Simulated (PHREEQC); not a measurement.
Dissolve 0.022 mol ZnCl2, 0.00047 mol H3BO3 and 0.0011 mol H2SO4 per kg of water at 53 °C. Closed to the air; pH follows from the charge balance.

All values are PHREEQC results (ion-association model, phreeqc.dat), not measurements.

```
quantity                  before   after
------------------------  ------  ------
pH                          2.75    5.09
ionic strength (mol/kgw)  0.0616  0.0616
```

Question: Name the change that produced these shifts.
(A) ZnCl2 left out
(B) H3BO3 left out
(C) ZnCl2 from 0.022 to 0.044 mol/kgw
(D) H2SO4 replaced by Na2SO4 at the same molality
(E) H2SO4 from 0.0011 to 0.00055 mol/kgw

Answer: D, H2SO4 replaced by Na2SO4 at the same molality

Precipitation was switched off in this run. Away from 25 °C the constants follow the database's enthalpies or fits; those with neither stay at their 25 °C values.
